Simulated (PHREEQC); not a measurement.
1 kg of water holding 0.049 mol MgCl2 and 0.43 mol CaCl2 is evaporated at 20 °C; the solids stay in contact with the brine. The system is closed to CO2. Only these solids could form: Bischofite, Brucite, Portlandite, MgCl2_4H2O.

Computed with PHREEQC (Pitzer model, pitzer.dat).

```tsv
water left (kg)	ionic strength	water activity	Mg in solution (mol/kgw)
1	1.44	0.977	0.0490
0.6755	2.13	[?]	0.0725
0.5552	2.59	[?]	0.0883
0.4563	3.15	[?]	0.107
0.3082	4.66	[?]	0.159
0.2082	6.90	[?]	0.235
0.1711	8.40	[?]	0.286
0.1407	10.2	[?]	0.348
0.09502	15.1	0.487	0.516
```

**Question.** What belongs in the gaps?

**Answer.** 
- 0.6755, water activity: 0.963
- 0.5552, water activity: 0.954
- 0.4563, water activity: 0.941
- 0.3082, water activity: 0.901
- 0.2082, water activity: 0.828
- 0.1711, water activity: 0.771
- 0.1407, water activity: 0.697
